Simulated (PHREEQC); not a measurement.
## Alkaline etch or developer: speciation

Solution (25 °C): 3.6 mmol/kgw NH3 and 0.3 mmol/kgw K2CO3. Closed to the air; pH follows from the charge balance.

Equilibrium calculation in PHREEQC: ion-association model, phreeqc.dat.

Each row changes one thing in this solution. Precipitation was switched off in this run.

```
case                                               pH  ionic strength (mol/kgw)  NH3 (mol/kgw)  NH4+ (mol/kgw)  CO3-2 (mol/kgw)  HCO3- (mol/kgw)
----------------------------------------------  -----  ------------------------  -------------  --------------  ---------------  ---------------
as made                                         10.48                  0.000987        0.00340        0.000203         0.000184         0.000116
diluted 2-fold with water                       10.32                  0.000520        0.00166        0.000143          7.70e-5          7.30e-5
NH3 from 0.0036 to 0.018 mol/kgw                10.77                   0.00137         0.0175        0.000545         0.000227          7.31e-5
K2CO3 replaced by NH4HCO3 at the same molality  10.06                  0.000641        0.00337        0.000530         0.000111         0.000189
NH3 from 0.0036 to 0.00396 mol/kgw              10.50                   0.00100        0.00374        0.000217         0.000186         0.000114
0.00022 mol/kgw KOH added                       10.64                   0.00117        0.00346        0.000145         0.000209          9.14e-5
diluted 5-fold with water                       10.09                  0.000233       0.000629         9.06e-5          2.28e-5          3.72e-5
diluted 10-fold with water                       9.92                  0.000132       0.000296         6.36e-5          8.64e-6          2.14e-5
```

Species that the database lacks are ignored.
